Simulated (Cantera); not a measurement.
# Thermodynamics of fluorocarbon and chlorocarbon gases, feed CH3Cl + H2 + CH4

Charge: 1 mol CH3Cl, 1.6 mol H2, 0.68 mol CH4, at 6.00 mbar.

Cantera equilibrium calculation (NASA polynomials, part measured and part estimated; ideal gas, pure solids and liquids). Candidate condensed phases: C, C6H6, C7H8, C8H18; 91 gas species. Kinetics and transport are ignored.

```csv
T (°C),x H2,x H,x HCl,x Cl,x C2H2 (acetylene),x C2H,x C3,n C(graphite)
1475,0.796,0.00263,0.201,0.000512,8.99e-5,2.07e-9,3.71e-12,1.68
1550,0.794,0.00498,0.200,0.000958,0.000168,1.02e-8,3.82e-11,1.68
1625,0.790,0.00897,0.199,0.00170,0.000297,4.38e-8,3.26e-10,1.68
1700,0.784,0.0154,0.197,0.00289,0.000502,1.69e-7,2.35e-9,1.67
1775,0.775,0.0255,0.194,0.00471,0.000813,5.86e-7,1.46e-8,1.67
1850,0.762,0.0404,0.189,0.00738,0.00126,1.86e-6,7.99e-8,1.67
1925,0.742,0.0619,0.183,0.0111,0.00188,5.41e-6,3.87e-7,1.66
2000,0.715,0.0917,0.175,0.0162,0.00270,1.46e-5,1.68e-6,1.65
2075,0.679,0.131,0.163,0.0227,0.00371,3.65e-5,6.64e-6,1.64
2150,0.633,0.182,0.150,0.0306,0.00490,8.55e-5,2.40e-5,1.62
2225,0.576,0.244,0.133,0.0399,0.00618,0.000187,8.03e-5,1.60
```
x: gas mole fraction; n: condensed amount in mol.

From 1475 °C to 2225 °C the condensed part is C(graphite). The main C-bearing gas is C2H2 (acetylene) throughout.
